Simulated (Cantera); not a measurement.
Feed: 1 mol PbO, 0.89 mol CH4, 0.77 mol H2, at 1150 K and 1.00 bar.

Method: chemical equilibrium by Gibbs-energy minimisation in Cantera with the NASA 1993 tables (ideal gas, pure condensed phases). Candidate condensed phases: C, C6H6, C7H8, C8H18, H2O, Pb, PbO, PbO2, Pb3O4; 113 gas species. Rates play no part.

Base state: H2 0.712, CO 0.249, H2O 0.0276, CO2 0.00813, CH4 0.00356, Pb 0.000290 (mole fractions); condensed: Pb(l).

What changes in the equilibrium state with this change: PbO replaced by TiO2?


| species | before | after |
|---|---|---|
| H2 | 0.712 | 0.965 |
| CH4 | 0.00356 | 0.0218 |
| CO | 0.249 | 0.0127 |
| H2O | 0.0276 | 0.000573 |
| Pb | 0.000290 | 0 |
| CO2 | 0.00813 | 6.33e-6 |
| Pb(l), mol | 0.999 | 0 |
| C(graphite), mol | 0 | 0.803 |
| TiO2(rutile), mol | 0 | 0.866 |
| Ti4O7(s), mol | 0 | 0.0335 |
Mutual solubility and eutectic melting of coexisting phases are not modelled. Condensed phases not in the tables: Magnéli phases beyond Ti4O7. Further candidate phases: Ti, TiC, TiO, TiO2, Ti2O3, Ti3O5, Ti4O7.

What changes in the equilibrium state with this change: pressure from 1.00 bar to 0.0220 bar?


| species | before | after |
|---|---|---|
| H2 | 0.712 | 0.707 |
| CO | 0.249 | 0.248 |
| H2O | 0.0276 | 0.0244 |
| Pb | 0.000290 | 0.0132 |
| CH4 | 0.00356 | 1.91e-6 |
| CO2 | 0.00813 | 0.00719 |
| Pb(l), mol | 0.999 | 0.954 |
